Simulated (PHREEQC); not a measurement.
A solution holds 2.1 mmol/kgw Li2CO3, at 25 °C. Closed to the air; pH follows from the charge balance.

Model: ion-association model, phreeqc.dat, run in PHREEQC.

This is a speciation only: nothing precipitates in the calculation.

Task: What pH does the model give?

Result: pH 10.69.

Task: In which forms is C present?

Result: CO3-2 74 %, HCO3- 26 % of the C.
